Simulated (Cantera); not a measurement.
Charge: 1 mol Cu, 1.2 mol F2, at 1175 °C and 10.0 mbar.

Method: chemical equilibrium by Gibbs-energy minimisation in Cantera with the NASA 1993 tables (ideal gas, pure condensed phases). Candidate condensed phases: Cu, CuF2; 6 gas species. Kinetics and transport are ignored.

Q: What is the equilibrium state?

A: 
```json
{
  "x(CuF2)": "0.714",
  "x(F)": "0.286",
  "x(CuF)": "0.000520",
  "x(F2)": "0.000178",
  "gas_amount": "1.400 mol",
  "log10 activity of CuF2(l) (absent)": "-0.58",
  "log10 activity of Cu(l) (absent)": "-7.31"
}
```
